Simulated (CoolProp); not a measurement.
Vapour-liquid equilibrium of R1234yf (1) + R1234ze(E) (2) at 0.0264 MPa; x and y are mole fractions of (1).

Values from CoolProp's multi-fluid Helmholtz-energy mixture model, Lemmon 2022 and Thol 2016; pair parameters Bell 2022.

```
x     bubble temperature, mixture model (K)  bubble temperature, Raoult's law (K)  y, mixture model  y, Raoult's law
----  -------------------------------------  ------------------------------------  ----------------  ---------------
0.05                                  226.4                                 226.5             0.089            0.084
0.15                                  225.0                                 225.3             0.244            0.237
0.25                                  223.8                                 224.1             0.375            0.371
0.35                                  222.7                                 223.0             0.489            0.490
0.45                                  221.7                                 221.9             0.590            0.594
0.55                                  220.8                                 220.9             0.681            0.688
0.65                                  219.9                                 220.0             0.764            0.771
0.75                                  219.0                                 219.1             0.839            0.845
0.85                                  218.2                                 218.2             0.908            0.912
0.95                                  217.4                                 217.4             0.971            0.972
```

The largest gap from Raoult's law is -0.3 K in bubble temperature, at x = 0.25. No azeotrope shows between x = 0.05 and 0.95.

The pair parameters rest on a limited set of measurements; away from them the model extrapolates.
